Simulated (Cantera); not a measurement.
A perfectly stirred reactor is fed with C₂H₄ : H₂ = 1 : 6 (molar parts), at 0.0133 bar; it is held at 1623 K, and followed from long to short residence time.

Model: GRI-Mech 3.0 (53 species, 325 reactions), integrated in Cantera. GRI-Mech 3.0 was tuned for natural gas; its chemistry of ethylene as a main component is partial and can be far from experiment. GRI-Mech 3.0 stops at C3 and has no aromatics, soot or wall deposition, so with more carbon than oxygen in the feed, carbon stays in small species such as C2H2 where larger ones or solid carbon would form. Radical loss at walls, strong at low pressure, is not modelled.

Question: What does this change do: pressure from 0.0133 bar to 0.00180 bar?

Answer: 
| quantity | before | after |
|---|---|---|
| x(C₂H₄) at τ = 8.50 s | 0.000364 | 0.00319 |
| x(H₂) at τ = 8.50 s | 0.874 | 0.874 |
| x(C₂H₆) at τ = 8.50 s | 6.48e-9 | 3.48e-9 |
| x(C₂H₂) at τ = 8.50 s | 0.125 | 0.122 |
| x(CH₃) at τ = 8.50 s | 1.76e-6 | 5.51e-8 |
| x(C₂H₄) at τ = 87.0 ms | 0.0648 | 0.120 |
| x(H₂) at τ = 87.0 ms | 0.867 | 0.860 |
| x(C₂H₆) at τ = 87.0 ms | 2.16e-7 | 2.50e-8 |
| x(C₂H₂) at τ = 87.0 ms | 0.0683 | 0.0196 |
| x(CH₃) at τ = 87.0 ms | 2.99e-8 | 3.77e-9 |

Question: What does this change do: pressure from 0.0133 bar to 0.00150 bar?

Answer: 
```csv
quantity,before,after
x(C₂H₄) at τ = 8.50 s,0.000364,0.00403
x(H₂) at τ = 8.50 s,0.874,0.874
x(C₂H₆) at τ = 8.50 s,6.48e-9,3.35e-9
x(C₂H₂) at τ = 8.50 s,0.125,0.121
x(CH₃) at τ = 8.50 s,1.76e-6,4.20e-8
x(C₂H₄) at τ = 87.0 ms,0.0648,0.124
x(H₂) at τ = 87.0 ms,0.867,0.860
x(C₂H₆) at τ = 87.0 ms,2.16e-7,2.12e-8
x(C₂H₂) at τ = 87.0 ms,0.0683,0.0169
x(CH₃) at τ = 87.0 ms,2.99e-8,3.27e-9
```
